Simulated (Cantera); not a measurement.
What does this Cantera script print?

```python
import numpy as np
import cantera as ct

surf = ct.Interface("ptcombust.yaml", "Pt_surf")
gas = surf.adjacent["gas"]
gas.TPX = 850, 500000, {'CO': 0.026, 'O2': 0.16, 'N2': 0.79, 'H2O': 0.013}
surf.TP = 850, 500000
reactor = ct.FlowReactor(gas, clone=False)
reactor.area = 0.0001  # m2
reactor.surface_area_to_volume_ratio = 9300  # 1/m
reactor.mass_flow_rate = 3.5 * reactor.area * gas.density  # inlet velocity 3.5 m/s
reactor.energy_enabled = False
wall = ct.ReactorSurface(surf, reactor, clone=False)
net = ct.ReactorNet([reactor])
net.rtol, net.atol = 1e-8, 1e-16
show, cover = ['CO', 'O2', 'H2O', 'CO2'], ['PT(S)', 'H(S)', 'O(S)', 'OH(S)', 'CO(S)', 'C(S)']

rows = []
print(f"{'z/m':>9s}{'u/(m/s)':>9s}" + "".join(f"{s:>13s}" for s in show + cover))
for z in [0.00063, 0.0012, 0.0024, 0.0046, 0.0088, 0.017, 0.033, 0.063]:
    net.advance(z)
    rows.append([reactor.speed, *gas[show].X, *surf[cover].coverages])
    print(f"{z:9.4g}{rows[-1][0]:9.3g}" + "".join(f"{x:13.4e}" for x in rows[-1][1:]))
```

Output:

```
      z/m  u/(m/s)           CO           O2          H2O          CO2        PT(S)         H(S)         O(S)        OH(S)        CO(S)         C(S)
  0.00063     3.46   3.5030e-03   1.5210e-01   1.3296e-02   2.3090e-02   3.5353e-02   2.0489e-08   9.5959e-01   3.9429e-03   1.1032e-03   3.9164e-16
   0.0012     3.46   2.0192e-03   1.5147e-01   1.3306e-02   2.4593e-02   3.1665e-02   1.7334e-08   9.6408e-01   3.7417e-03   5.0790e-04   1.6075e-16
   0.0024     3.46   7.6844e-04   1.5094e-01   1.3315e-02   2.5861e-02   2.9358e-02   1.5457e-08   9.6686e-01   3.6091e-03   1.6569e-04   4.8478e-17
   0.0046     3.45   1.5514e-04   1.5068e-01   1.3319e-02   2.6482e-02   2.8406e-02   1.4705e-08   9.6800e-01   3.5527e-03   3.1282e-05   8.8457e-18
   0.0088     3.45   8.1115e-06   1.5062e-01   1.3320e-02   2.6631e-02   2.8192e-02   1.4538e-08   9.6826e-01   3.5399e-03   1.6106e-06   4.5188e-19
    0.017     3.45   2.6248e-08   1.5061e-01   1.3320e-02   2.6639e-02   2.8180e-02   1.4529e-08   9.6827e-01   3.5392e-03   5.2074e-09   1.4604e-21
    0.033     3.45   3.6418e-13   1.5061e-01   1.3320e-02   2.6639e-02   2.8180e-02   1.4529e-08   9.6827e-01   3.5392e-03   7.2251e-14   2.0262e-26
    0.063     3.45  -2.5067e-16   1.5061e-01   1.3320e-02   2.6639e-02   2.8180e-02   1.4529e-08   9.6827e-01   3.5392e-03   1.5443e-18   4.3311e-31
```

Computed with Cantera and Deutschmann's 1995 Pt surface mechanism with GRI-Mech 3.0 gas chemistry. Catalytic surfaces can have several steady states; this one follows from the mechanism file's or the stated starting coverage. Mass transfer to the wall is taken as infinitely fast.
